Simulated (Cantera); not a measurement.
Input: 1 mol Ti(OiPr)₄, 2.4 mol C₃H₈, 300 mol N₂, at 2273 K.

Cantera equilibrium calculation (NASA polynomials, part measured and part estimated; ideal gas, pure solids and liquids). Candidate condensed phases: C, C₆H₆, C₇H₈, C₈H₁₈, H₂O, Ti, TiC, TiN, TiO, TiO₂, Ti₂O₃, Ti₃O₅, Ti₄O₇; 139 gas species. The feed counts by its element totals alone. TiC: taken at fixed stoichiometry. Equilibrium is a limit: real reactors are often held back by kinetics, nucleation or transport.

Task: What share of the Ti ends up in condensed phases as a function of P (Pa), at 10, 37, 140, 520, 1900, 7200, 27000, 100000?

Result: 
| P (Pa) | Ti condensed (%) | as |
|---|---|---|
| 10 | 72.7 | TiC(s) |
| 37 | 92.7 | TiC(s) |
| 140 | 98.1 | TiC(s) |
| 520 | 99.5 | TiC(s) |
| 1900 | 99.9 | TiC(s) |
| 7200 | 100.0 | TiC(s) |
| 27000 | 100.0 | TiC(s) |
| 100000 | 100.0 | TiC(s) |
